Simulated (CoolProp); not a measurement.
Ammonia along the isotherm 463 K: fugacity coefficient from the reference equation and from simpler models built on Tc = 405.6 K, pc = 11360 kPa, ω = 0.256; each cubic takes its own stable root.

Computed with CoolProp (reference Helmholtz-energy equation of state, Gao 2020).

| p (kPa) | phase | reference | van der Waals | Peng-Robinson |
|---|---|---|---|---|
| 53.9 | gas | 0.9989 | 0.9990 | 0.9988 |
| 123 | gas | 0.9975 | 0.9977 | 0.9973 |
| 279 | gas | 0.9944 | 0.9947 | 0.9939 |
| 635 | gas | 0.9873 | 0.9880 | 0.9862 |
| 1450 | gas | ? | ? | ? |
| 3290 | gas | 0.9349 | 0.9384 | ? |
| 7490 | gas | 0.8550 | 0.8609 | 0.8468 |
| 17000 | supercritical | ? | 0.6845 | ? |

Q: Fill in the missing entries.

A: 
- 1450, reference: 0.9711
- 1450, van der Waals: 0.9728
- 1450, Peng-Robinson: 0.9688
- 3290, Peng-Robinson: 0.9303
- 17000, reference: 0.6865
- 17000, Peng-Robinson: 0.6802
